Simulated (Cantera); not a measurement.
## Reactions in the system H-O

Standard-state values (1 bar) from the NASA 1993 polynomials, evaluated with Cantera. Values are per mole of reaction as written; species without (g) are pure solids or liquids, kept so even where they would boil at 1 bar.

H₂O₂(g) = H₂(g) + O₂(g)

| T (K) | ΔH° (kJ) | ΔS° (J/K) | ΔG° (kJ) | log10 K |
|---|---|---|---|---|
| 300 | 136.3 | 101.4 | 105.9 | -18.44 |
| 1423 | 142.3 | 112.9 | -18.3 | 0.67 |
| 1473 | 142.3 | 112.9 | -24.0 | 0.85 |
| 1523 | 142.3 | 112.9 | -29.6 | 1.02 |
| 1573 | 142.2 | 112.8 | -35.3 | 1.17 |
| 1623 | 142.2 | 112.8 | -40.9 | 1.32 |
